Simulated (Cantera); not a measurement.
## Equilibrium for silicon nitride deposition: trisilylamine + N₂

Input: 1 mol trisilylamine, 2.7 mol N₂, equilibrated at 0.00730 bar.

Cantera equilibrium calculation (NASA polynomials, part measured and part estimated; ideal gas, pure solids and liquids). Candidate condensed phases: Si, Si₃N₄; 18 gas species. The feed counts by its element totals alone. Mutual solubility and eutectic melting of coexisting phases are not modelled. The tables' values for SiN are old estimates; treat these amounts as uncertain. Gases not in the tables: Si₂H₆ and higher silanes. Equilibrium is a limit: real reactors are often held back by kinetics, nucleation or transport.

From 1077 °C to 1377 °C the condensed part is Si₃N₄(s). At 1427 °C the condensed part is Si(l) + Si₃N₄(s). From 1477 °C to 1577 °C the condensed part is Si(l).

```json
[
 {"T (°C)": "1077", "x H₂": "0.789", "x N₂": "0.211", "x H": "2.48e-5", "x Si": "3.00e-10", "x SiH": "1.45e-10", "x Si₂N": "<1e-12", "n Si₃N₄(s)": "1.00", "n Si(l)": "0"},
 {"T (°C)": "1127", "x H₂": "0.789", "x N₂": "0.211", "x H": "5.06e-5", "x Si": "2.71e-9", "x SiH": "1.03e-9", "x Si₂N": "6.85e-12", "n Si₃N₄(s)": "1.00", "n Si(l)": "0"},
 {"T (°C)": "1177", "x H₂": "0.789", "x N₂": "0.211", "x H": "9.83e-5", "x Si": "2.10e-8", "x SiH": "6.34e-9", "x Si₂N": "9.29e-11", "n Si₃N₄(s)": "1.00", "n Si(l)": "0"},
 {"T (°C)": "1227", "x H₂": "0.789", "x N₂": "0.211", "x H": "0.000183", "x Si": "1.42e-7", "x SiH": "3.45e-8", "x Si₂N": "1.06e-9", "n Si₃N₄(s)": "1.000", "n Si(l)": "0"},
 {"T (°C)": "1277", "x H₂": "0.789", "x N₂": "0.210", "x H": "0.000327", "x Si": "8.44e-7", "x SiH": "1.68e-7", "x Si₂N": "1.02e-8", "n Si₃N₄(s)": "1.000", "n Si(l)": "0"},
 {"T (°C)": "1327", "x H₂": "0.789", "x N₂": "0.210", "x H": "0.000565", "x Si": "4.49e-6", "x SiH": "7.42e-7", "x Si₂N": "8.54e-8", "n Si₃N₄(s)": "1.000", "n Si(l)": "0"},
 {"T (°C)": "1377", "x H₂": "0.789", "x N₂": "0.210", "x H": "0.000944", "x Si": "2.15e-5", "x SiH": "2.98e-6", "x Si₂N": "6.26e-7", "n Si₃N₄(s)": "1.000", "n Si(l)": "0"},
 {"T (°C)": "1427", "x H₂": "0.785", "x N₂": "0.214", "x H": "0.00153", "x Si": "9.30e-5", "x SiH": "1.09e-5", "x Si₂N": "4.01e-6", "n Si₃N₄(s)": "0.988", "n Si(l)": "0.0357"},
 {"T (°C)": "1477", "x H₂": "0.583", "x N₂": "0.415", "x H": "0.00208", "x Si": "0.000206", "x SiH": "1.77e-5", "x Si₂N": "9.93e-6", "n Si₃N₄(s)": "0", "n Si(l)": "3.00"},
 {"T (°C)": "1527", "x H₂": "0.582", "x N₂": "0.415", "x H": "0.00320", "x Si": "0.000435", "x SiH": "3.23e-5", "x Si₂N": "1.70e-5", "n Si₃N₄(s)": "0", "n Si(l)": "3.00"},
 {"T (°C)": "1577", "x H₂": "0.580", "x N₂": "0.414", "x H": "0.00480", "x Si": "0.000883", "x SiH": "5.70e-5", "x Si₂N": "2.84e-5", "n Si₃N₄(s)": "0", "n Si(l)": "2.99"}
]
```
x: gas mole fraction; n: condensed amount in mol.
